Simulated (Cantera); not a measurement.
Cantera run, input and output.

```python
import numpy as np
import cantera as ct

gas = ct.Solution("gri30.yaml")
gas.TPX = 1448, 790000, {'CO': 1, 'H2': 0.034, 'CH4': 0.64, 'O2': 1.5, 'N2': 5.63}
reactor = ct.IdealGasReactor(gas, energy="on", clone=False)
net = ct.ReactorNet([reactor])
net.rtol, net.atol = 1e-08, 1e-16
show = ['CO', 'H2', 'CH4', 'C2H4', 'HCO', 'O2']
times = np.geomspace(5e-06, 2, 16)

steps = ct.SolutionArray(gas, extra=["t"])
rows = []
print(f"{'t/s':>10s}{'T/K':>9s}{'P/Pa':>11s}" + "".join(f"{s:>11s}" for s in show))
for t in times:
    while net.time < t:
        t_next = net.step()
        steps.append(gas.state, t=t_next)
    rows.append([np.interp(t, steps.t, y) for y in (steps.T, steps.P, *steps(*show).X.T)])
    print(f"{t:10.3e}{rows[-1][0]:9.1f}{rows[-1][1]:11.4g}" + "".join(f"{x:11.3e}" for x in rows[-1][2:]))
rate = np.gradient(steps.T, steps.t)
print("integrator steps:", len(steps.t))
if steps.T.max() > steps.T[0] + 200:
    print(f"time of steepest temperature rise: {steps.t[rate.argmax()]:.4e} s")
gas.TPX = 1448, 790000, {'CO': 1, 'H2': 0.034, 'CH4': 0.64, 'O2': 1.5, 'N2': 5.63}
gas.equilibrate("UV")
print(f"equilibrium (UV): T = {gas.T:.1f} K  " + "  ".join(f"{s} {gas[s].X[0]:.3e}" for s in show))
```

Result:

```
       t/s      T/K       P/Pa         CO         H2        CH4       C2H4        HCO         O2
 5.000e-06   1448.0    7.9e+05  1.136e-01  3.862e-03  7.269e-02  6.819e-10  1.394e-11  1.704e-01
 1.182e-05   1448.0    7.9e+05  1.136e-01  3.862e-03  7.268e-02  1.495e-08  4.613e-11  1.704e-01
 2.792e-05   1448.3  7.901e+05  1.136e-01  3.861e-03  7.262e-02  3.618e-07  3.603e-10  1.703e-01
 6.598e-05   1450.3  7.912e+05  1.135e-01  3.864e-03  7.230e-02  6.579e-06  3.552e-09  1.701e-01
 1.559e-04   1461.6  7.972e+05  1.134e-01  3.963e-03  7.087e-02  6.786e-05  2.177e-08  1.691e-01
 3.684e-04   3110.2  1.712e+06  9.394e-02  1.622e-02  4.023e-13  1.181e-19  7.474e-07  1.317e-02
 8.706e-04   3098.1  1.705e+06  9.467e-02  1.656e-02  4.367e-13  1.299e-19  7.421e-07  1.178e-02
 2.057e-03   3098.1  1.705e+06  9.467e-02  1.656e-02  4.367e-13  1.299e-19  7.421e-07  1.178e-02
 4.861e-03   3098.1  1.705e+06  9.467e-02  1.656e-02  4.367e-13  1.299e-19  7.421e-07  1.178e-02
 1.149e-02   3098.1  1.705e+06  9.467e-02  1.656e-02  4.367e-13  1.299e-19  7.421e-07  1.178e-02
 2.714e-02   3098.1  1.705e+06  9.467e-02  1.656e-02  4.367e-13  1.299e-19  7.421e-07  1.178e-02
 6.414e-02   3098.1  1.705e+06  9.467e-02  1.656e-02  4.367e-13  1.299e-19  7.421e-07  1.178e-02
 1.516e-01   3098.1  1.705e+06  9.467e-02  1.656e-02  4.367e-13  1.299e-19  7.421e-07  1.178e-02
 3.582e-01   3098.1  1.705e+06  9.467e-02  1.656e-02  4.367e-13  1.299e-19  7.421e-07  1.178e-02
 8.464e-01   3098.1  1.705e+06  9.467e-02  1.656e-02  4.367e-13  1.299e-19  7.421e-07  1.178e-02
 2.000e+00   3098.1  1.705e+06  9.467e-02  1.656e-02  4.367e-13  1.299e-19  7.421e-07  1.178e-02
integrator steps: 2078
time of steepest temperature rise: 3.3702e-04 s
equilibrium (UV): T = 3098.1 K  CO 9.467e-02  H2 1.656e-02  CH4 5.460e-13  C2H4 1.393e-19  HCO 7.421e-07  O2 1.178e-02
```

Computed with Cantera and GRI-Mech 3.0 (53 species, 325 reactions). Above 3000 K some thermodynamic fits are extrapolated.
